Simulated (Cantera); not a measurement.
Input (Python, Cantera) and output of one run.

```python
import numpy as np
import cantera as ct

gas_names = [...]  # 87 gases of nasa_gas.yaml made of C, H, Si
cond_names = """
    C(gr) C6H6(L) C7H8(L) C8H18(L),n-octa Si(cr) Si(L) SiC(b)
""".split()


# ... load() reads the species with a 1 bar reference pressure and builds the phases ...
atoms = {
    'CH3SiH3': {'C': 1, 'H': 6, 'Si': 1},
    'C2H2': {'C': 2, 'H': 2},
    'H2': {'H': 2},
}
top_T = {'C(gr)': 4500, 'SiC(b)': 3050}  # K; cautious upper limits of use, not melting points


# ... equilibrate(T, P, feed) seeds the gas with the atoms and calls Mixture.equilibrate('TP', solver="vcs", rtol=1e-11, max_steps=5000) ...
results = []
feed = {'CH3SiH3': 1, 'C2H2': 0.48, 'H2': 300}  # mol
P = 37000  # Pa
for T in [2075, 2125, 2175, 2225, 2275, 2325, 2375, 2425, 2475, 2525]:
    mix = equilibrate(T, P, feed)
    results.append((T, P, feed, dict(zip(mix.species_names, mix.species_moles))))
    x = sorted(zip(gas.X, gas.species_names), reverse=True)
    print(f"T = {T:g} K  P = {P:g} Pa  gas = {mix.phase_moles(0):.4g} mol")
    print("   x: " + "  ".join(f"{s} {v:.3e}" for v, s in x if v > 0.0001))
    print("   condensed (mol): " + ("  ".join(f"{mix.phase(i).name} {mix.phase_moles(i):.4g}"
          for i in range(1, mix.n_phases) if mix.phase_moles(i) > 1e-12) or "none"))
```

It prints:

```
T = 2075 K  P = 37000 Pa  gas = 304.1 mol
   x: H2 9.942e-01  H 4.366e-03  C2H2,acetylene 1.234e-03  CH4 1.282e-04
   condensed (mol): C(gr) 0.1765  SiC(b) 0.9876
T = 2125 K  P = 37000 Pa  gas = 304.4 mol
   x: H2 9.923e-01  H 5.947e-03  C2H2,acetylene 1.547e-03  CH4 1.093e-04
   condensed (mol): SiC(b) 0.976
T = 2175 K  P = 37000 Pa  gas = 304.7 mol
   x: H2 9.902e-01  H 7.986e-03  C2H2,acetylene 1.595e-03
   condensed (mol): SiC(b) 0.9502
T = 2225 K  P = 37000 Pa  gas = 305.1 mol
   x: H2 9.873e-01  H 1.058e-02  C2H2,acetylene 1.674e-03  Si 1.928e-04
   condensed (mol): SiC(b) 0.8994
T = 2275 K  P = 37000 Pa  gas = 305.7 mol
   x: H2 9.837e-01  H 1.384e-02  C2H2,acetylene 1.811e-03  Si 3.875e-04
   condensed (mol): SiC(b) 0.8038
T = 2325 K  P = 37000 Pa  gas = 306.5 mol
   x: H2 9.789e-01  H 1.789e-02  C2H2,acetylene 2.046e-03  Si 7.377e-04  SiH 1.560e-04  SiH2 1.194e-04
   condensed (mol): SiC(b) 0.6329
T = 2375 K  P = 37000 Pa  gas = 307.5 mol
   x: H2 9.726e-01  H 2.287e-02  C2H2,acetylene 2.428e-03  Si 1.328e-03  SiH 2.571e-04  SiH2 1.716e-04  Si2C 1.351e-04
   condensed (mol): SiC(b) 0.342
T = 2425 K  P = 37000 Pa  gas = 308.7 mol
   x: H2 9.651e-01  H 2.891e-02  C2H2,acetylene 2.863e-03  Si 2.049e-03  SiH 3.638e-04  SiH2 2.127e-04  Si2C 2.109e-04  SiC2 1.615e-04
   condensed (mol): none
T = 2475 K  P = 37000 Pa  gas = 309.9 mol
   x: H2 9.578e-01  H 3.620e-02  C2H2,acetylene 2.879e-03  Si 2.195e-03  SiH 3.587e-04  SiH2 1.848e-04  SiC2 1.636e-04  Si2C 1.497e-04
   condensed (mol): none
T = 2525 K  P = 37000 Pa  gas = 311.3 mol
   x: H2 9.491e-01  H 4.490e-02  C2H2,acetylene 2.887e-03  Si 2.312e-03  SiH 3.486e-04  SiC2 1.631e-04  SiH2 1.589e-04  Si2C 1.046e-04
   condensed (mol): none
```

These are equilibrium values from Cantera (NASA tables, ideal gas, pure condensed phases), not measurements of a reactor. The feed counts by its element totals alone. Gases not in the tables: Si2H6 and higher silanes.
